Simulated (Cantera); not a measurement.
A closed system holds: 1 mol CF4, 0.051 mol F2, 2.3 mol H2.

Cantera equilibrium calculation (NASA polynomials, part measured and part estimated; ideal gas, pure solids and liquids). Candidate condensed phases: C, C6H6, C7H8, C8H18; 95 gas species. The numbers say what is thermodynamically allowed, not how fast it happens.

Stable condensed phases, one row left out:

```
T in K \ P in Pa
              1    6.8     46    320   2200  15000 100000
   3500       A      A      A      A      A      A      B
   3350       A      A      A      A      A      A      B
   3050       A      A      A      A      B      B      B
   2900       A      A      A      B      B      B      B
   2750       A      A      B      B      B      B      B
   2600       A      B      B      B      B      B      B
   2450       B      B      B      B      B      B      B
   2300       B      B      B      B      B      B      B
   2150       B      B      B      B      B      B      B
   2000       B      B      B      B      B      B      B
   1850       B      B      B      B      B      B      B
```

A: gas only; B: C.

Problem. Give the row for 3200 K.

Solution. 1: gas only; 6.8: gas only; 46: gas only; 320: gas only; 2200: gas only; 15000: C; 100000: C.
